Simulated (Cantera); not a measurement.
A closed system holds: 1 mol Zr, 0.027 mol H2O, at 1 atm.

These are equilibrium values from Cantera (NASA tables, ideal gas, pure condensed phases), not measurements of a reactor. Candidate condensed phases: H2O, Zr, ZrO2; 12 gas species. Mutual solubility and eutectic melting of coexisting phases are not modelled. Condensed phases not in the tables: N, O or C dissolved in the metal. The numbers say what is thermodynamically allowed, not how fast it happens. All values below are at 2375 °C.

Base state: H2 0.954, H 0.0451, ZrO 0.000351, H2O 8.04e-5, Zr 1.29e-5 (mole fractions); condensed: Zr(l) + ZrO2(s).

Q: What changes in the equilibrium state with this change: H2O from 0.027 to 26 mol?

A: 
```
species         before    after
------------  --------  -------
H2O            8.04e-5    0.841
H2               0.954    0.103
OH             9.24e-7   0.0295
H               0.0451   0.0148
ZrO           0.000351  3.61e-9
O2               <1e-9  0.00909
O              2.81e-8  0.00273
Zr             1.29e-5    <1e-9
Zr(l), mol       0.986        0
ZrO2(s), mol    0.0135    1.000
```
